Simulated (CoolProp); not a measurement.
A single-stage vapour-compression cycle with R1336mzz(E): evaporating at 250.15 K (dew point), condensing at 296.15 K (bubble point), superheat 2 K, subcooling 8 K, compressor efficiency 0.8, no pressure losses. Each further row changes one setting.

The numbers come from the reference Helmholtz-energy equation of state, Akasaka 2023 in CoolProp.

| case | cooling COP | pressure ratio | discharge temperature (K) | refrigerating effect (kJ/kg) | volumetric capacity (kJ/m³) |
|---|---|---|---|---|---|
| as stated | 3.73 | 7.56 | 298.4 | 124 | 235 |
| evaporating temperature 255.15 K | 4.39 | … | … | … | … |
| condensing temperature 291.15 K | … | 6.30 | 293.9 | 130 | 247 |
| subcooling 13 K | 3.92 | 7.56 | 298.4 | 130 | 247 |
| superheat 12 K | 3.79 | 7.56 | 309.1 | 132 | … |
| compressor efficiency 0.7 | 3.27 | 7.56 | 303.9 | 124 | 235 |

Task: Some entries are withheld; supply them.

Result: 
- evaporating temperature 255.15 K, pressure ratio: 5.80
- evaporating temperature 255.15 K, discharge temperature (K): 297.7
- evaporating temperature 255.15 K, refrigerating effect (kJ/kg): 128
- evaporating temperature 255.15 K, volumetric capacity (kJ/m³): 311
- condensing temperature 291.15 K, cooling COP: 4.32
- superheat 12 K, volumetric capacity (kJ/m³): 240
